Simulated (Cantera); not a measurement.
What does this Cantera script print?

```python
import numpy as np
import cantera as ct

gas_names = """
    H H2 N NH NH2 NH3 N2 N2H2 N2H4 Pb Pb2
""".split()
cond_names = """
    Pb(cr) Pb(L)
""".split()


def load(file, names, dense=False):
    # The tables refer to 1 bar. Condensed volumes are neglected.
    table = {s.name: s for s in ct.Species.list_from_file(file)}
    out = []
    for n in names:
        d = dict(table[n].input_data)
        d["thermo"] = dict(d["thermo"], **{"reference-pressure": 1e5})
        if dense:
            d["equation-of-state"] = {"model": "constant-volume", "density": "1e6 g/cm^3"}
        out.append(ct.Species.from_dict(d))
    return out


gas = ct.Solution(thermo="ideal-gas", species=load("nasa_gas.yaml", gas_names))
cond = {s.name: ct.Solution(thermo="fixed-stoichiometry", species=[s], name=s.name)
        for s in load("nasa_condensed.yaml", cond_names, dense=True)}
atoms = {
    'Pb': {'Pb': 1},
    'NH3': {'N': 1, 'H': 3},
    'N2': {'N': 2},
}
top_T = {}  # K; cautious upper limits of use, not melting points


def equilibrate(T, P, feed):
    n = {}
    for name, mol in feed.items():
        for a, k in atoms[name].items():
            n[a] = n.get(a, 0.0) + k * mol
    gas.TPX = T, P, n
    mass = sum(n.values()) * gas.mean_molecular_weight
    gas.equilibrate("TP")
    valid = [c for c in cond.values() if c.min_temp <= T <= top_T.get(c.name, c.max_temp)]
    mix = ct.Mixture([(gas, mass / gas.mean_molecular_weight)] + [(c, 0.0) for c in valid])
    mix.T, mix.P = T, P
    mix.equilibrate("TP", solver="vcs", rtol=1e-11, max_steps=5000)
    return mix


results = []
feed = {'Pb': 1, 'NH3': 8.9, 'N2': 56}  # mol
T = 1448  # K
P = 13332.2  # Pa
mix = equilibrate(T, P, feed)
results.append((T, P, feed, dict(zip(mix.species_names, mix.species_moles))))
x = sorted(zip(gas.X, gas.species_names), reverse=True)
print(f"T = {T:g} K  P = {P:g} Pa  gas = {mix.phase_moles(0):.4g} mol")
print("   x: " + "  ".join(f"{s} {v:.3e}" for v, s in x if v > 0.0001))
print("   condensed (mol): " + ("  ".join(f"{mix.phase(i).name} {mix.phase_moles(i):.4g}"
      for i in range(1, mix.n_phases) if mix.phase_moles(i) > 1e-12) or "none"))
```

It prints:

```
T = 1448 K  P = 13332.2 Pa  gas = 74.8 mol
   x: N2 8.082e-01  H2 1.785e-01  Pb 1.337e-02
   condensed (mol): none
```

Equilibrium computed with Cantera from the NASA thermochemical tables; the gas is ideal and each condensed phase is pure.
